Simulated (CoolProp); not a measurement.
Properties of ethanol at several states (Tc = 514.7 K, pc = 62.68 bar, ω = 0.644).

The numbers come from the reference Helmholtz-energy equation of state, Schroeder 2014 in CoolProp.

```csv
T (K),p (bar),phase,density (kg/m³),speed of sound (m/s),viscosity (µPa s)
193.7,26.1,liquid,(withheld),(withheld),18800
298,7.65,liquid,785.9,(withheld),1090
173.4,259,liquid,906.0,(withheld),(withheld)
327.7,2.2,liquid,(withheld),(withheld),(withheld)
```

Problem. Fill in the missing entries.

Solution. 
- 193.7, density (kg/m³): 876.5
- 193.7, speed of sound (m/s): 1566
- 298, speed of sound (m/s): 1147
- 173.4, speed of sound (m/s): 1740
- 173.4, viscosity (µPa s): 53200
- 327.7, density (kg/m³): 759.2
- 327.7, speed of sound (m/s): 1046
- 327.7, viscosity (µPa s): 639

Viscosity comes from a separate model (Kiselev 2005).
